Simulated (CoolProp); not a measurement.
The numbers come from the reference Helmholtz-energy equation of state, Wagner 2002 in CoolProp.

### Question
For water, give the phase and the density (kg/m³), cv (kJ/(kg K)) at 596.3 K and 33.1 MPa.

### Answer
- 596.3 K and 33.1 MPa: liquid; density 713, cv 2.98
